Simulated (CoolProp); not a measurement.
Vapour-liquid equilibrium of CHF3 (R23) (1) + CH2F2 (R32) (2) at 0.0354 MPa; x and y are mole fractions of (1).

Model: multi-fluid Helmholtz-energy mixture model, Penoncello 2003 and Tillner-Roth 1997; pair parameters Bell 2016, in CoolProp.

```json
[
 {"x": "0.05", "bubble temperature (°C)": "-73.6", "y at the bubble point": "0.229", "dew temperature at overall composition x (°C)": "-71.0", "liquid density (mol/L)": "24.22"},
 {"x": "0.125", "bubble temperature (°C)": "(withheld)", "y at the bubble point": "0.460", "dew temperature at overall composition x (°C)": "(withheld)", "liquid density (mol/L)": "24.09"},
 {"x": "0.2", "bubble temperature (°C)": "-81.3", "y at the bubble point": "0.609", "dew temperature at overall composition x (°C)": "-73.2", "liquid density (mol/L)": "23.93"},
 {"x": "0.275", "bubble temperature (°C)": "-84.1", "y at the bubble point": "0.710", "dew temperature at overall composition x (°C)": "-74.4", "liquid density (mol/L)": "23.74"},
 {"x": "0.35", "bubble temperature (°C)": "(withheld)", "y at the bubble point": "0.781", "dew temperature at overall composition x (°C)": "-75.7", "liquid density (mol/L)": "23.54"},
 {"x": "0.425", "bubble temperature (°C)": "-88.6", "y at the bubble point": "0.834", "dew temperature at overall composition x (°C)": "-77.1", "liquid density (mol/L)": "23.32"},
 {"x": "0.5", "bubble temperature (°C)": "-90.4", "y at the bubble point": "0.874", "dew temperature at overall composition x (°C)": "-78.7", "liquid density (mol/L)": "23.10"},
 {"x": "0.575", "bubble temperature (°C)": "-91.9", "y at the bubble point": "0.904", "dew temperature at overall composition x (°C)": "(withheld)", "liquid density (mol/L)": "(withheld)"},
 {"x": "0.65", "bubble temperature (°C)": "-93.3", "y at the bubble point": "0.929", "dew temperature at overall composition x (°C)": "-82.4", "liquid density (mol/L)": "22.63"},
 {"x": "0.725", "bubble temperature (°C)": "-94.6", "y at the bubble point": "0.949", "dew temperature at overall composition x (°C)": "-84.6", "liquid density (mol/L)": "22.40"},
 {"x": "0.8", "bubble temperature (°C)": "-95.7", "y at the bubble point": "0.966", "dew temperature at overall composition x (°C)": "-87.2", "liquid density (mol/L)": "22.16"},
 {"x": "0.875", "bubble temperature (°C)": "-96.8", "y at the bubble point": "0.980", "dew temperature at overall composition x (°C)": "-90.4", "liquid density (mol/L)": "21.92"},
 {"x": "0.95", "bubble temperature (°C)": "-97.8", "y at the bubble point": "0.993", "dew temperature at overall composition x (°C)": "-94.6", "liquid density (mol/L)": "21.68"}
]
```

**Question.** What belongs in the gaps?

**Answer.** 
- 0.125, bubble temperature (°C): -77.8
- 0.125, dew temperature at overall composition x (°C): -72.1
- 0.35, bubble temperature (°C): -86.5
- 0.575, dew temperature at overall composition x (°C): -80.4
- 0.575, liquid density (mol/L): 22.87

No azeotrope shows between x = 0.05 and 0.95.

Pair parameters are fitted to limited data, so mixtures are less certain than the pure fluids.
